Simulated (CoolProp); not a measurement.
R152A along the isotherm 426.7 K: density (kg/m³) from the reference equation and from simpler models built on Tc = 386.4 K, pc = 4.517 MPa, ω = 0.275; each cubic takes its own stable root.

Computed with CoolProp (reference Helmholtz-energy equation of state, Outcalt 1996). It is a modified Benedict-Webb-Rubin equation, recast in Helmholtz form.

```csv
p (MPa),phase,reference,ideal gas,van der Waals,Redlich-Kwong,Soave-Redlich-Kwong,Peng-Robinson
0.0714,gas,1.335,1.329,1.334,1.335,1.334,1.335
0.108,gas,2.023,2.011,2.022,2.023,2.022,2.024
0.163,gas,3.064,3.035,3.061,3.063,3.061,3.065
0.245,gas,4.627,4.561,4.620,4.626,4.622,4.631
0.37,gas,7.041,6.888,7.024,7.037,7.028,7.049
0.558,gas,?,10.39,10.70,10.73,10.71,10.76
0.842,gas,16.50,15.68,16.41,16.48,16.43,16.54
1.27,gas,25.59,23.64,?,25.55,25.42,25.68
1.92,gas,?,35.75,40.07,40.40,40.06,?
2.89,gas,65.73,53.80,64.93,65.62,64.60,66.18
4.36,gas,114.1,81.17,113.9,114.4,110.5,114.7
6.58,supercritical,234.6,?,262.7,239.8,214.1,226.5
9.92,supercritical,480.2,184.7,380.8,415.0,?,411.7
15,supercritical,607.9,279.3,438.5,514.0,491.6,538.7
22.6,supercritical,?,420.8,483.0,589.6,573.7,632.6
```

Problem. Some entries are withheld; supply them.

Solution. 
- 0.558, reference: 10.74
- 1.27, van der Waals: 25.40
- 1.92, reference: 40.48
- 1.92, Peng-Robinson: 40.69
- 6.58, ideal gas: 122.5
- 9.92, Soave-Redlich-Kwong: 381.1
- 22.6, reference: 688.4
